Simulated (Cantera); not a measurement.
Feed: 1 mol TiO₂, 0.2 mol HCl, 0.18 mol H₂, at 1648.15 K and 0.100 bar.

These are equilibrium values from Cantera (NASA tables, ideal gas, pure condensed phases), not measurements of a reactor. Candidate condensed phases: H₂O, Ti, TiCl₂, TiCl₃, TiCl₄, TiO, TiO₂, Ti₂O₃, Ti₃O₅, Ti₄O₇; 23 gas species. Mutual solubility and eutectic melting of coexisting phases are not modelled. Condensed phases not in the tables: Magnéli phases beyond Ti₄O₇. The numbers say what is thermodynamically allowed, not how fast it happens.

Base state: HCl 0.526, H₂ 0.454, H₂O 0.0197, H 0.000190, Cl 0.000173, TiCl₃ 5.58e-5, TiCl₄ 1.75e-5 (mole fractions); condensed: TiO₂(rutile) + Ti₄O₇(s).

Task: What changes in the equilibrium state with this change: TiO₂ replaced by MgO?

Result: 
```
species              before     after
-----------------  --------  --------
H₂                    0.454     0.474
HCl                   0.526     0.422
H₂O                  0.0197    0.0521
MgCl₂                     0    0.0521
TiCl₃               5.58e-5         0
TiCl₄               1.75e-5         0
Cl                 0.000173  0.000136
H                  0.000190  0.000194
TiO₂(rutile), mol     0.970         0
Ti₄O₇(s), mol       0.00744         0
MgO(s), mol               0     0.980
```
Further candidate phases: Mg, MgCl₂, MgO, Mg(OH)₂.
